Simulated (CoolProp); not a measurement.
Vapour-liquid equilibrium of propylene (1) + n-heptane (2) at 336.1 K; x and y are mole fractions of (1).

The numbers come from the multi-fluid Helmholtz-energy mixture model, Lemmon 2013 and Span 2003; pair parameters Bell 2016 in CoolProp.

| x | bubble pressure, mixture model (kPa) | bubble pressure, Raoult's law (kPa) | y, mixture model | y, Raoult's law |
|---|---|---|---|---|
| 0.05 | 133.6 | 163.9 | 0.768 | 0.818 |
| 0.125 | 308.4 | 362.8 | 0.901 | 0.924 |
| 0.2 | 500.7 | 561.6 | 0.940 | 0.955 |
| 0.275 | 701.8 | 760.4 | 0.958 | 0.970 |
| 0.35 | 904.3 | 959.3 | 0.968 | 0.979 |
| 0.425 | 1103 | 1158 | 0.974 | 0.984 |
| 0.5 | 1295 | 1357 | 0.979 | 0.988 |
| 0.575 | 1480 | 1556 | 0.982 | 0.991 |
| 0.65 | 1660 | 1755 | 0.985 | 0.994 |
| 0.725 | 1840 | 1954 | 0.987 | 0.996 |
| 0.8 | 2028 | 2152 | 0.990 | 0.997 |
| 0.875 | 2236 | 2351 | 0.993 | 0.998 |
| 0.95 | 2480 | 2550 | 0.996 | 0.999 |

The largest gap from Raoult's law is -18.5 % in bubble pressure, at x = 0.05. No azeotrope shows between x = 0.05 and 0.95.

Pair parameters are fitted to limited data, so mixtures are less certain than the pure fluids.
